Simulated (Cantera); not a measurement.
What does this Cantera script print?

```python
import numpy as np
import cantera as ct

gas = ct.Solution("h2o2.yaml")
gas.TPX = 300, 12000, {'H2': 1, 'O2': 0.192, 'N2': 0.723, 'H2O': 0.051}
flame = ct.FreeFlame(gas, width=0.18)
flame.set_refine_criteria(ratio=3, slope=0.08, curve=0.16)
flame.transport_model = "mixture-averaged"
flame.solve(loglevel=0, auto=True)
z, T = flame.grid, flame.T
thick = (T[-1] - T[0]) / np.gradient(T, z).max()
show = ['H2', 'O2', 'H2O', 'H', 'H2O2', 'O']
print(f"laminar burning velocity  {flame.velocity[0] * 100:.3f} cm/s")
print(f"burnt temperature         {T[-1]:.1f} K")
print(f"thermal thickness         {thick * 1e3:.4f} mm")
print(f"grid points               {len(z)}")
z0 = z[flame.heat_release_rate.argmax()]
print(f"{'z/mm':>9s}{'T/K':>9s}{'u/(m/s)':>9s}" + "".join(f"{s:>11s}" for s in show))
rows = []
for k in (-3, -2, -1.5, -1, -0.5, -0.25, 0, 0.25, 0.5, 1, 2, 4, 8):
    zz = z0 + k * thick
    rows.append([k * thick, np.interp(zz, z, T), np.interp(zz, z, flame.velocity),
                 *(np.interp(zz, z, flame.X[gas.species_index(s)]) for s in show)])
    print(f"{rows[-1][0] * 1e3:9.3f}{rows[-1][1]:9.1f}{rows[-1][2]:9.3f}" + "".join(f"{x:11.3e}" for x in rows[-1][3:]))
```

It prints:

```
laminar burning velocity  204.189 cm/s
burnt temperature         1811.4 K
thermal thickness         5.6465 mm
grid points               144
     z/mm      T/K  u/(m/s)         H2         O2        H2O          H       H2O2          O
  -16.940    300.0    2.042  5.086e-01  9.766e-02  2.594e-02  1.206e-18  3.465e-16  2.548e-15
  -11.293    300.0    2.042  5.086e-01  9.766e-02  2.594e-02  1.362e-16  7.794e-14  2.802e-13
   -8.470    300.0    2.042  5.086e-01  9.766e-02  2.594e-02  2.677e-15  2.023e-12  4.874e-12
   -5.647    300.0    2.042  5.086e-01  9.766e-02  2.594e-02  4.190e-12  3.489e-10  3.241e-10
   -2.823    315.0    2.136  5.062e-01  9.798e-02  2.633e-02  1.456e-05  7.412e-06  1.313e-06
   -1.412    573.1    3.788  4.757e-01  9.150e-02  4.687e-02  6.391e-03  2.226e-05  9.597e-05
    0.000    932.0    6.001  3.948e-01  6.413e-02  1.104e-01  4.110e-02  1.360e-07  1.183e-03
    1.412   1160.7    7.452  3.125e-01  1.661e-02  2.016e-01  7.766e-02  5.123e-08  1.388e-03
    2.823   1252.2    8.025  2.934e-01  2.082e-03  2.301e-01  8.273e-02  2.416e-08  4.087e-04
    5.647   1335.7    8.516  2.971e-01  1.192e-04  2.351e-01  7.407e-02  2.360e-08  2.137e-04
   11.293   1426.2    9.034  3.056e-01  6.848e-05  2.366e-01  6.144e-02  2.456e-08  1.880e-04
   22.586   1519.7    9.559  3.148e-01  5.043e-05  2.382e-01  4.780e-02  2.074e-08  1.438e-04
   45.172   1604.7   10.027  3.233e-01  3.141e-05  2.400e-01  3.499e-02  1.392e-08  9.249e-05
```

Detailed kinetics in Cantera: the H2/O2 subset of GRI-Mech 3.0, which has no nitrogen chemistry. Burning velocities carry a grid error of a few per cent, more on coarse grids.
